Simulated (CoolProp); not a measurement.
A simple Rankine cycle with water: condensing at 309.15 K, boiler at 0.163 MPa, turbine inlet 427.1 K, turbine efficiency 0.6, pump efficiency 0.7, no recuperator. Each further row changes one setting.

Values from CoolProp's reference Helmholtz-energy equation of state, Wagner 2002.

```
case                             thermal efficiency (%)  net work (kJ/kg)  heat in (kJ/kg)  turbine exit temperature (K)  volume ratio over the turbine
-------------------------------  ----------------------  ----------------  ---------------  ----------------------------  -----------------------------
as stated                                          11.4               301             2630                         309.2                           19.3
turbine inlet 447.1 K                              11.5               308             2670                         309.2                           18.7
condensing temperature 301.15 K                    12.6               334             2660                         301.2                           29.4
boiler pressure 0.114 MPa                          10.3               271             2630                         309.2                           13.7
turbine efficiency 0.5                              9.5               251             2630                         309.2                           19.7
```

The expansion ends wet for: as stated; turbine inlet 447.1 K; condensing temperature 301.15 K; boiler pressure 0.114 MPa; turbine efficiency 0.5.
